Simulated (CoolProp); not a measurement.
Saturation properties of water.

The numbers come from the reference Helmholtz-energy equation of state, Wagner 2002 in CoolProp.

```tsv
T (K)	p (kPa)	liquid cp (kJ/(kg K))	liquid conductivity (mW/(m K))
443.5	798.9	4.369	675
453.9	1020	4.408	671
464.4	1290	4.453	665
474.9	1613	4.505	659
485.4	1995	4.565	651
495.9	2444	4.634	643
506.3	2962	4.713	634
516.8	3567	4.806	624
527.3	4262	4.916	612
537.8	5057	5.046	600
```

It boils at 373.1 K under 1 atm.

Thermal conductivity comes from a separate model (Huber 2012).
